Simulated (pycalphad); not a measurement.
Computed with pycalphad from the COST 507 light-alloy database (1999), at 1 atm. The data set is of 1999 and partly superseded. Phase fractions are per mole of atoms.

Problem. Give the equilibrium state of Al-1.13Si-0.22Mg (at.%) at 525 K.

Solution. 
```
T = 525.00 K, P = 101325 Pa, N = 1 mol of atoms
G = -16648 J/mol, H = 5808 J/mol, S = 42.77 J/(mol K)  (SER reference)
chemical potentials (J/mol): Al -16636, Si -11382, Mg -49268
phase             fraction      x(Al)      x(Si)      x(Mg)
FCC_A1              0.9869     0.9996   0.000227    0.00018
DIAMOND_A4          0.0101   4.46e-11     1.0000       none
MG2SI               0.0030       none     0.3333     0.6667
```

Problem. Give the equilibrium state of Al-1.13Si-0.22Mg (at.%) at 925 K.

Solution. 
```
T = 925.00 K, P = 101325 Pa, N = 1 mol of atoms
G = -37623 J/mol, H = 27998 J/mol, S = 70.94 J/(mol K)  (SER reference)
chemical potentials (J/mol): Al -37356, Si -50357, Mg -91606
phase             fraction      x(Al)      x(Si)      x(Mg)
LIQUID              0.9226     0.9855     0.0121     0.0023
FCC_A1              0.0774     0.9981     0.0012   0.000704
```

Database names, with the compositions (at.%) that they take in these runs: MG2SI: Mg 67 Si 33. FCC_A1 is fcc; DIAMOND_A4 is diamond (Si). An entry "none" or "no" means that the model of the phase leaves that element out.
